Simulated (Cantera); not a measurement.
A freely propagating, adiabatic, planar premixed flame of 52.2 % H2, 10.0 % O2, 37.8 % N2, unburnt at 500 K and 563 Torr; mixture-averaged transport, grid criteria slope 0.08 and curve 0.16, no radiation.

Cantera simulation using the H2/O2 subset of GRI-Mech 3.0, which has no nitrogen chemistry; the numbers are that mechanism's predictions, not measurements. Burning velocities carry a grid error of a few per cent, more on coarse grids.

x: mole fraction of selected species; z is measured from the peak of heat release.

| z (mm) | T (K) | u (m/s) | x H2 | x O2 | x H2O | x O | x H2O2 | x OH |
|---|---|---|---|---|---|---|---|---|
| -1.93 | 500 | 5.88 | 0.522 | 0.100 | <1e-8 | <1e-8 | <1e-8 | <1e-8 |
| -1.28 | 500 | 5.88 | 0.522 | 0.100 | <1e-8 | <1e-8 | <1e-8 | <1e-8 |
| -0.963 | 500 | 5.88 | 0.522 | 0.100 | <1e-8 | <1e-8 | <1e-8 | <1e-8 |
| -0.642 | 500 | 5.88 | 0.522 | 0.100 | 1.96e-7 | <1e-8 | <1e-8 | <1e-8 |
| -0.321 | 530 | 6.19 | 0.518 | 0.100 | 0.00122 | 1.14e-5 | 6.46e-6 | 6.97e-5 |
| -0.160 | [?] | 8.66 | 0.488 | 0.0939 | [?] | [?] | [?] | [?] |
| 0 | 1128 | 12.5 | 0.406 | 0.0633 | 0.0887 | 0.00170 | 9.48e-7 | 0.00108 |
| 0.160 | 1379 | 15.3 | 0.328 | 0.0180 | 0.176 | 0.00172 | 3.84e-7 | 0.00177 |
| 0.321 | 1486 | 16.4 | 0.308 | [?] | 0.206 | [?] | [?] | 0.00167 |
| 0.642 | 1583 | 17.4 | 0.311 | 0.000207 | 0.213 | 0.000339 | 1.41e-7 | 0.00177 |
| 1.28 | 1682 | 18.3 | 0.320 | 7.81e-5 | 0.215 | 0.000256 | 1.01e-7 | 0.00183 |
| 2.57 | 1781 | 19.2 | 0.329 | 4.85e-5 | 0.217 | 0.000165 | 5.89e-8 | 0.00170 |
| 5.13 | 1865 | 20.0 | 0.338 | 2.58e-5 | 0.218 | 9.00e-5 | 3.00e-8 | 0.00140 |

**Question.** Fill in the missing entries.

**Answer.** 
- -0.160, T (K): 758
- -0.160, x H2O: 0.0207
- -0.160, x O: 0.000194
- -0.160, x H2O2: 1.11e-5
- -0.160, x OH: 0.000440
- 0.321, x O2: 0.00308
- 0.321, x O: 0.000658
- 0.321, x H2O2: 1.95e-7
